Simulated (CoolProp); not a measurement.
A single-stage vapour-compression cycle with R507A: evaporating at 250.15 K (dew point), condensing at 300.15 K (bubble point), superheat 5 K, subcooling 8 K, compressor efficiency 0.7, no pressure losses. Each further row changes one setting.

Model: reference Helmholtz-energy equation of state, Lemmon 2003, in CoolProp. It is a pseudo-pure fit of the blend.

```csv
case,cooling COP,pressure ratio,discharge temperature (K),refrigerating effect (kJ/kg),volumetric capacity (kJ/m³)
as stated,2.80,4.81,322.9,127,1820
evaporating temperature 255.15 K,?,3.99,?,130,2230
condensing temperature 295.15 K,3.23,4.22,?,134,1920
subcooling 13 K,?,4.81,322.9,134,1920
superheat 15 K,2.83,4.81,?,?,?
compressor efficiency 0.6,?,4.81,329.8,127,1820
```

Question: Fill in the missing entries.

Answer: 
- evaporating temperature 255.15 K, cooling COP: 3.26
- evaporating temperature 255.15 K, discharge temperature (K): 320.6
- condensing temperature 295.15 K, discharge temperature (K): 316.8
- subcooling 13 K, cooling COP: 2.96
- superheat 15 K, discharge temperature (K): 333.3
- superheat 15 K, refrigerating effect (kJ/kg): 136
- superheat 15 K, volumetric capacity (kJ/m³): 1850
- compressor efficiency 0.6, cooling COP: 2.40
